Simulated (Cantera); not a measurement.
Cantera run:

```python
import numpy as np
import cantera as ct

gas_names = """
    C CH CH2 CH3 CH2OH CH3O CH4 CH3OH CO CO2 COOH C2 C2H CHCO,ketyl C2H2,acetylene C2H2,vinylidene
    CH2CO,ketene C2H3,vinyl CH3CO,acetyl C2H4 C2H4O,ethylen CH3CHO,ethanal CH3COOH (HCOOH)2 C2H5 C2H6
    CH3OCH3 C2H5OH C2O C3 C3H3,propargyl C3H4,allene C3H4,propyne C3H4,cyclo- C3H5,allyl C3H6,propylene
    C3H6,cyclo- C3H6O C3H7,n-propyl C3H7,i-propyl C3H8 C3H8O,1propanol C3H8O,2propanol C3O2 C4 C4H2
    C4H4,1,3-cyclo- C4H6,butadiene C4H6,2-butyne C4H6,cyclo- C4H8,1-butene C4H8,cis2-buten
    C4H8,tr2-butene C4H8,isobutene C4H8,cyclo- (CH3COOH)2 C4H9,n-butyl C4H9,i-butyl C4H9,s-butyl
    C4H9,t-butyl C4H10,isobutane C4H10,n-butane C5 C5H6,1,3cyclo- C5H8,cyclo- C5H10,1-pentene
    C5H10,cyclo- C5H11,pentyl C5H11,t-pentyl C5H12,n-pentane C5H12,i-pentane CH3C(CH3)2CH3 C6H2
    C6H5,phenyl C6H5O,phenoxy C6H6 C6H5OH,phenol C6H10,cyclo- C6H12,1-hexene C6H12,cyclo- C6H13,n-hexyl
    C7H7,benzyl C7H8 C7H8O,cresol C7H14,1-heptene C7H15,n-heptyl C7H16,n-heptane C8H8,styrene
    C8H10,ethylbenz C8H16,1-octene C8H17,n-octyl C8H18,isooctane C8H18,n-octane C9H19,n-nonyl
    C10H8,naphthale C10H21,n-decyl C12H9,o-bipheny C12H10,bipheny H HCO HO2 H2 HCHO,formaldehy HCOOH H2O
    H2O2 O OH O2 O3 Ti TiO TiO2
""".split()
cond_names = """
    C(gr) C6H6(L) C7H8(L) C8H18(L),n-octa H2O(s) H2O(L) Ti(a) Ti(b) Ti(L) TiC(s) TiC(L) TiO(a) TiO(b)
    TiO(L) TiO2(ru) TiO2(L) Ti2O3(a) Ti2O3(b) Ti2O3(L) Ti3O5(a) Ti3O5(b) Ti3O5(L) Ti4O7(s) Ti4O7(L)
""".split()


def load(file, names, dense=False):
    # The tables refer to 1 bar. Condensed volumes are neglected.
    table = {s.name: s for s in ct.Species.list_from_file(file)}
    out = []
    for n in names:
        d = dict(table[n].input_data)
        d["thermo"] = dict(d["thermo"], **{"reference-pressure": 1e5})
        if dense:
            d["equation-of-state"] = {"model": "constant-volume", "density": "1e6 g/cm^3"}
        out.append(ct.Species.from_dict(d))
    return out


gas = ct.Solution(thermo="ideal-gas", species=load("nasa_gas.yaml", gas_names))
cond = {s.name: ct.Solution(thermo="fixed-stoichiometry", species=[s], name=s.name)
        for s in load("nasa_condensed.yaml", cond_names, dense=True)}
atoms = {
    'TiO2': {'Ti': 1, 'O': 2},
    'CO': {'C': 1, 'O': 1},
    'H2': {'H': 2},
}
top_T = {'C(gr)': 4500}  # K; cautious upper limits of use, not melting points


def equilibrate(T, P, feed):
    n = {}
    for name, mol in feed.items():
        for a, k in atoms[name].items():
            n[a] = n.get(a, 0.0) + k * mol
    gas.TPX = T, P, n
    mass = sum(n.values()) * gas.mean_molecular_weight
    gas.equilibrate("TP")
    valid = [c for c in cond.values() if c.min_temp <= T <= top_T.get(c.name, c.max_temp)]
    mix = ct.Mixture([(gas, mass / gas.mean_molecular_weight)] + [(c, 0.0) for c in valid])
    mix.T, mix.P = T, P
    mix.equilibrate("TP", solver="vcs", rtol=1e-11, max_steps=5000)
    return mix


results = []
feed = {'TiO2': 1, 'CO': 1.6, 'H2': 4}  # mol
P = 70  # Pa
for T in [1175, 1275, 1375, 1475, 1575, 1675, 1775, 1875, 1975]:
    mix = equilibrate(T, P, feed)
    results.append((T, P, feed, dict(zip(mix.species_names, mix.species_moles))))

top = {s: max(r[3][s] / sum(r[3][g] for g in gas_names) for r in results) for s in gas_names}
cols = sorted((s for s in top if top[s] > 0.001), key=lambda s: -top[s])[:6]
seen = [c for c in cond_names if any(r[3].get(c, 0) > 1e-12 for r in results)]
print("log10 of partial pressures in bar; condensed amounts in mol")
print(f"{'T/K':>10s}" + "".join(f"{s[:9]:>10s}" for s in cols + seen))
for T, P, feed, n in results:
    ng = sum(n[g] for g in gas_names)
    print(f"{T:10.4g}" + "".join(f"{np.log10(max(n[s] / ng * P / 1e5, 1e-99)):10.3f}" for s in cols)
          + "".join(f"{n.get(c, 0):10.4g}" for c in seen))
```

Result:

```
log10 of partial pressures in bar; condensed amounts in mol
       T/K        H2        CO       H2O         H       CO2  TiO2(ru)  Ti3O5(b)  Ti4O7(s)  Ti4O7(L)
      1175    -3.301    -3.699    -6.399    -8.562    -6.904    0.9832         0  0.004192         0
      1275    -3.302    -3.700    -5.932    -7.783    -6.550    0.9536         0   0.01161         0
      1375    -3.304    -3.700    -5.531    -7.117    -6.243    0.8875         0   0.02813         0
      1475    -3.307    -3.701    -5.183    -6.541    -5.972    0.7559         0   0.06102         0
      1575    -3.313    -3.703    -4.880    -6.038    -5.732    0.5183         0    0.1204         0
      1675    -3.325    -3.706    -4.615    -5.597    -5.518    0.1251         0    0.2187         0
      1775    -3.331    -3.708    -4.554    -5.204    -5.501         0         0      0.25         0
      1875    -3.339    -3.710    -4.528    -4.853    -5.514         0   0.05948    0.2054         0
      1975    -3.353    -3.715    -4.509    -4.540    -5.524         0    0.1167         0    0.1623
```

Method: chemical equilibrium by Gibbs-energy minimisation in Cantera with the NASA 1993 tables (ideal gas, pure condensed phases). Mutual solubility and eutectic melting of coexisting phases are not modelled. Condensed phases not in the tables: Magnéli phases beyond Ti4O7.
